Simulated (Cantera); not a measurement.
# Adiabatic ignition

An adiabatic, constant-pressure homogeneous reactor starts with 6.96 % CH4, 1.46 % C2H6, 19.2 % O2, 72.4 % N2, at 1675 K and 1.01 bar.

Computed with Cantera and GRI-Mech 3.0 (53 species, 325 reactions).

| t (s) | T (K) | x CH4 | x C2H6 | x O2 | x CH2O | x CH3 |
|---|---|---|---|---|---|---|
| 2.00e-6 | 1673 | 0.0696 | 0.0144 | 0.192 | 5.72e-6 | 0.000450 |
| 7.96e-6 | 1668 | 0.0692 | 0.0135 | 0.192 | 0.000136 | 0.00161 |
| 3.17e-5 | 1718 | 0.0575 | 0.00606 | 0.177 | 0.00356 | 0.00404 |
| 0.000126 | 2644 | <1e-12 | <1e-12 | 0.0299 | 3.13e-10 | <1e-12 |
| 0.000501 | 2803 | <1e-12 | <1e-12 | 0.0254 | 3.57e-10 | <1e-12 |
| 0.00199 | 2799 | <1e-12 | <1e-12 | 0.0230 | 3.68e-10 | <1e-12 |
| 0.00794 | 2797 | <1e-12 | <1e-12 | 0.0224 | 3.71e-10 | <1e-12 |
| 0.0316 | 2797 | <1e-12 | <1e-12 | 0.0224 | 3.71e-10 | <1e-12 |
| 0.126 | 2797 | <1e-12 | <1e-12 | 0.0224 | 3.71e-10 | <1e-12 |
| 0.500 | 2797 | <1e-12 | <1e-12 | 0.0224 | 3.71e-10 | <1e-12 |
x: mole fraction; the columns are a selection and need not sum to one.

```json
{
 "time_of_steepest_temperature_rise": "52.9 µs",
 "temperature at 0.500 s": "2797 K",
 "equilibrium_temperature": "2797 K",
 "x(CH4) at 0.500 s": "<1e-12 (gas-phase equilibrium <1e-12)",
 "x(C2H6) at 0.500 s": "<1e-12 (gas-phase equilibrium <1e-12)",
 "x(O2) at 0.500 s": "0.0224 (gas-phase equilibrium 0.0224)"
}
```
